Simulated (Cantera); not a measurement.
## Equilibrium for hydrogen reduction and annealing atmospheres: CuO + H2 + N2

Feed: 1 mol CuO, 37 mol H2, 0.52 mol N2, equilibrated at 1.00 bar.

Equilibrium computed with Cantera from the NASA thermochemical tables; the gas is ideal and each condensed phase is pure. Candidate condensed phases: Cu, CuO, Cu(OH)2, Cu2O, H2O; 27 gas species. The numbers say what is thermodynamically allowed, not how fast it happens.

From 773 K to 1273 K the condensed part is Cu(s). From 1373 K to 1973 K the condensed part is Cu(l).

```json
[
 {"T (K)": "773", "x H2": "0.959", "x H2O": "0.0267", "x N2": "0.0136", "x Cu": "<1e-12", "x H": "<1e-12", "x NH3": "0.000435", "x Cu2": "<1e-12", "n Cu(s)": "1.00", "n Cu(l)": "0"},
 {"T (K)": "873", "x H2": "0.959", "x H2O": "0.0267", "x N2": "0.0138", "x Cu": "<1e-12", "x H": "4.58e-11", "x NH3": "0.000167", "x Cu2": "<1e-12", "n Cu(s)": "1.00", "n Cu(l)": "0"},
 {"T (K)": "973", "x H2": "0.959", "x H2O": "0.0267", "x N2": "0.0138", "x Cu": "5.13e-12", "x H": "1.06e-9", "x NH3": "7.73e-5", "x Cu2": "<1e-12", "n Cu(s)": "1.00", "n Cu(l)": "0"},
 {"T (K)": "1073", "x H2": "0.959", "x H2O": "0.0267", "x N2": "0.0138", "x Cu": "2.38e-10", "x H": "1.37e-8", "x NH3": "4.09e-5", "x Cu2": "<1e-12", "n Cu(s)": "1.00", "n Cu(l)": "0"},
 {"T (K)": "1173", "x H2": "0.959", "x H2O": "0.0267", "x N2": "0.0138", "x Cu": "5.71e-9", "x H": "1.15e-7", "x NH3": "2.40e-5", "x Cu2": "<1e-12", "n Cu(s)": "1.00", "n Cu(l)": "0"},
 {"T (K)": "1273", "x H2": "0.959", "x H2O": "0.0267", "x N2": "0.0139", "x Cu": "8.24e-8", "x H": "6.99e-7", "x NH3": "1.53e-5", "x Cu2": "5.17e-12", "n Cu(s)": "1.000", "n Cu(l)": "0"},
 {"T (K)": "1373", "x H2": "0.959", "x H2O": "0.0267", "x N2": "0.0139", "x Cu": "7.90e-7", "x H": "3.26e-6", "x NH3": "1.04e-5", "x Cu2": "1.25e-10", "n Cu(s)": "0", "n Cu(l)": "1.000"},
 {"T (K)": "1473", "x H2": "0.959", "x H2O": "0.0267", "x N2": "0.0139", "x Cu": "5.17e-6", "x H": "1.24e-5", "x NH3": "7.44e-6", "x Cu2": "1.70e-9", "n Cu(s)": "0", "n Cu(l)": "1.000"},
 {"T (K)": "1573", "x H2": "0.959", "x H2O": "0.0267", "x N2": "0.0139", "x Cu": "2.65e-5", "x H": "3.98e-5", "x NH3": "5.55e-6", "x Cu2": "1.63e-8", "n Cu(s)": "0", "n Cu(l)": "0.999"},
 {"T (K)": "1673", "x H2": "0.959", "x H2O": "0.0266", "x N2": "0.0139", "x Cu": "0.000111", "x H": "0.000112", "x NH3": "4.29e-6", "x Cu2": "1.17e-7", "n Cu(s)": "0", "n Cu(l)": "0.996"},
 {"T (K)": "1773", "x H2": "0.959", "x H2O": "0.0266", "x N2": "0.0139", "x Cu": "0.000394", "x H": "0.000279", "x NH3": "3.41e-6", "x Cu2": "6.71e-7", "n Cu(s)": "0", "n Cu(l)": "0.985"},
 {"T (K)": "1873", "x H2": "0.958", "x H2O": "0.0266", "x N2": "0.0138", "x Cu": "0.00122", "x H": "0.000632", "x NH3": "2.78e-6", "x Cu2": "3.16e-6", "n Cu(s)": "0", "n Cu(l)": "0.954"},
 {"T (K)": "1973", "x H2": "0.955", "x H2O": "0.0265", "x N2": "0.0138", "x Cu": "0.00334", "x H": "0.00132", "x NH3": "2.31e-6", "x Cu2": "1.26e-5", "n Cu(s)": "0", "n Cu(l)": "0.873"}
]
```
x: gas mole fraction; n: condensed amount in mol.
